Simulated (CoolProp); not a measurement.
A Linde-Hampson liquefier for carbon monoxide: isothermal reversible compression at 300 K from 1 atm to 25 MPa, throttling to 1 atm, return gas leaving the recuperator 2 K below the feed. Each further row changes one setting.

Computed with CoolProp (reference Helmholtz-energy equation of state, Lemmon 2006). It is a short technical equation, of lower accuracy than the large ones.

```csv
case,liquid yield per pass,compression work (kJ/kg of gas)
as stated,0.091,491
high pressure 50 MPa,0.097,565
warm-end temperature 330 K,0.066,544
warm-end gap 7 K,0.080,491
```
